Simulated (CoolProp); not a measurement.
Dodecamethylcyclohexasiloxane (D6) at several states: density (kg/m³) from the reference equation and from simpler models built on Tc = 372.6 °C, pc = 0.9614 MPa, ω = 0.736; each cubic takes its own stable root.

The numbers come from the reference Helmholtz-energy equation of state, Colonna 2008 in CoolProp. It is a short technical equation, of lower accuracy than the large ones.

| T (°C) | p (MPa) | phase | reference |
|---|---|---|---|
| 54.25 | 1.6 | liquid | 940.6 |
| 277.65 | 0.0824 | gas | 8.541 |
| 228.95 | 0.798 | liquid | 734.3 |
| 97.85 | 0.676 | liquid | 890.0 |
| 162.55 | 0.406 | liquid | 814.8 |

How far does each simpler model (van der Waals, Redlich-Kwong, Soave-Redlich-Kwong, Peng-Robinson) lie from the reference over these 5 states: mean and median of the absolute difference, and the worst?


- van der Waals: mean 34.4 %, median 42.4 %, worst -43.4 % at 54.25 °C and 1.6 MPa
- Redlich-Kwong: mean 13.5 %, median 16.4 %, worst -17.0 % at 54.25 °C and 1.6 MPa
- Soave-Redlich-Kwong: mean 7.5 %, median 8.0 %, worst -12.1 % at 54.25 °C and 1.6 MPa
- Peng-Robinson: mean 2.3 %, median 1.5 %, worst +5.2 % at 228.95 °C and 0.798 MPa
